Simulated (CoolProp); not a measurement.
Vapour pressure (kPa) of CH3F (R41): the reference equation beside estimates from Tc = 44.1 °C, pc = 5906 kPa, ω = 0.200.

The numbers come from the reference Helmholtz-energy equation of state, Lemmon 2006 in CoolProp. It is a short technical equation, of lower accuracy than the large ones.

| T (°C) | reference | Lee-Kesler | van der Waals | Redlich-Kwong | Soave-Redlich-Kwong | Peng-Robinson |
|---|---|---|---|---|---|---|
| -128.75 | 2.049 | 1.659 | 84.37 | 3.274 | 1.699 | 1.896 |
| -122.35 | 3.967 | 3.306 | 115.5 | 6.420 | 3.383 | 3.706 |
| -115.95 | 7.228 | 6.186 | 154.3 | 11.74 | 6.318 | 6.812 |
| -109.55 | 12.49 | 10.95 | 201.6 | 20.24 | 11.16 | 11.87 |
| -103.15 | 20.61 | 18.48 | 258.4 | 33.12 | 18.77 | 19.73 |
| -96.75 | 32.63 | 29.86 | 325.7 | 51.81 | 30.24 | 31.45 |
| -90.35 | 49.83 | 46.43 | 404.3 | 77.96 | 46.88 | 48.32 |
| -83.95 | 73.69 | 69.78 | 495.1 | 113.3 | 70.26 | 71.85 |
| -77.55 | 105.9 | 101.7 | 598.9 | 159.9 | 102.2 | 103.8 |
| -71.15 | 148.4 | 144.3 | 716.6 | 219.6 | 144.6 | 146.1 |
| -64.75 | 203.1 | 199.6 | 848.8 | 294.6 | 199.8 | 200.8 |
| -58.35 | 272.5 | 270.2 | 996.3 | 387.1 | 270.2 | 270.4 |
| -51.95 | 358.8 | 358.4 | 1160 | 499.1 | 358.3 | 357.3 |
| -45.45 | 466.4 | 468.8 | 1343 | 635.1 | 468.7 | 466.1 |

Absolute difference from the reference over all 14 rows, mean and median: Lee-Kesler 7.4 and 6.1 %, van der Waals 1111.2 and 641.6 %, Redlich-Kwong 52.7 and 55.1 %, Soave-Redlich-Kwong 6.5 and 5.3 %, Peng-Robinson 3.1 and 2.8 %.
